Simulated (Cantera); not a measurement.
A freely propagating, adiabatic, planar premixed flame of 15.4 % CH3OH, 17.7 % O2, 66.9 % N2, equivalence ratio 1.3, unburnt at 523 K and 4.00 bar; multicomponent transport, grid criteria slope 0.08 and curve 0.16, no radiation.

Computed with Cantera and GRI-Mech 3.0 (53 species, 325 reactions). GRI-Mech 3.0 was tuned for natural gas; its chemistry of methanol as a main component is partial and can be far from experiment. Burning velocities carry a grid error of a few per cent, more on coarse grids.

Q: Predict: laminar burning velocity; thermal thickness; peak x(C2H4); peak x(CH2); peak x(H2); peak x(H).

A: 
- laminar burning velocity: 93.4 cm/s
- thermal thickness: 0.0752 mm
- peak x(C2H4): 3.24e-6
- peak x(CH2): 1.27e-5
- peak x(H2): 0.0561
- peak x(H): 0.0102
